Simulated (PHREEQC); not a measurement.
A column of 0.1 m (40 cells, dispersivity 0.008 m, 300 s a shift, diffusion coefficient 3e-10 m²/s) holds 0.062 eq of the database's cation exchanger X per kg of pore water, first in equilibrium with 2.5 mmol/kgw KBr and 0.01 mmol/kgw HCl. It is flushed with 84 mmol/kgw CaCl2, 0.61 mmol/kgw ZnSO4 and 0.01 mmol/kgw HCl, at 15 °C. Values are for the last cell. CO2 from the air is kept out. Nothing may precipitate in this run.

Base run: PHREEQC, ion-association model, phreeqc.dat. Each further column changes one thing. The table gives Ca in solution (mol/kgw).

```
pore volumes     base  exchange capacity from 0.062 to 0.031 eq/kgw  dispersivity from 0.008 to 0.016 m
------------  -------  --------------------------------------------  ----------------------------------
0                   0                                             0                                   0
0.4125              0                                             0                                   0
0.8125        0.00196                                             ?                                   ?
1.113          0.0291                                             ?                              0.0358
1.512          0.0600                                        0.0699                                   ?
1.913          0.0743                                        0.0795                                   ?
2.212          0.0791                                        0.0821                              0.0764
2.612          0.0821                                        0.0834                              0.0801
3.013          0.0832                                             ?                              0.0819
```

Q: What belongs in the gaps?

A: 
- 0.8125, exchange capacity from 0.062 to 0.031 eq/kgw: 0.0110
- 0.8125, dispersivity from 0.008 to 0.016 m: 0.0105
- 1.113, exchange capacity from 0.062 to 0.031 eq/kgw: 0.0440
- 1.512, dispersivity from 0.008 to 0.016 m: 0.0590
- 1.913, dispersivity from 0.008 to 0.016 m: 0.0713
- 3.013, exchange capacity from 0.062 to 0.031 eq/kgw: 0.0838
